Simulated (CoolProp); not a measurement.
Properties of CH3F (R41) along the isobar 27.6 MPa.

Model: reference Helmholtz-energy equation of state, Lemmon 2006, in CoolProp. It is a short technical equation, of lower accuracy than the large ones.

```json
[
 {"T (°C)": "-14.85", "phase": "liquid", "density (kg/m³)": "795.6", "isothermal compressibility (1/MPa)": "0.002369", "expansivity (1/kK)": "2.500", "fugacity coefficient": "0.06865"},
 {"T (°C)": "0.65", "phase": "liquid", "density (kg/m³)": "764.1", "isothermal compressibility (1/MPa)": "0.002926", "expansivity (1/kK)": "2.713", "fugacity coefficient": "0.09901"},
 {"T (°C)": "16.05", "phase": "liquid", "density (kg/m³)": "731.5", "isothermal compressibility (1/MPa)": "0.003651", "expansivity (1/kK)": "2.960", "fugacity coefficient": "0.1353"},
 {"T (°C)": "31.45", "phase": "liquid", "density (kg/m³)": "697.4", "isothermal compressibility (1/MPa)": "0.004608", "expansivity (1/kK)": "3.249", "fugacity coefficient": "0.1771"},
 {"T (°C)": "46.85", "phase": "supercritical", "density (kg/m³)": "661.7", "isothermal compressibility (1/MPa)": "0.005877", "expansivity (1/kK)": "3.581", "fugacity coefficient": "0.2235"},
 {"T (°C)": "62.35", "phase": "supercritical", "density (kg/m³)": "624.1", "isothermal compressibility (1/MPa)": "0.007573", "expansivity (1/kK)": "3.959", "fugacity coefficient": "0.2737"},
 {"T (°C)": "77.75", "phase": "supercritical", "density (kg/m³)": "585.4", "isothermal compressibility (1/MPa)": "0.009781", "expansivity (1/kK)": "4.366", "fugacity coefficient": "0.3256"},
 {"T (°C)": "93.15", "phase": "supercritical", "density (kg/m³)": "545.6", "isothermal compressibility (1/MPa)": "0.01259", "expansivity (1/kK)": "4.778", "fugacity coefficient": "0.3783"},
 {"T (°C)": "108.55", "phase": "supercritical", "density (kg/m³)": "505.4", "isothermal compressibility (1/MPa)": "0.01598", "expansivity (1/kK)": "5.145", "fugacity coefficient": "0.4306"},
 {"T (°C)": "124.05", "phase": "supercritical", "density (kg/m³)": "465.6", "isothermal compressibility (1/MPa)": "0.01978", "expansivity (1/kK)": "5.407", "fugacity coefficient": "0.4817"},
 {"T (°C)": "139.45", "phase": "supercritical", "density (kg/m³)": "428.0", "isothermal compressibility (1/MPa)": "0.02357", "expansivity (1/kK)": "5.506", "fugacity coefficient": "0.5300"}
]
```
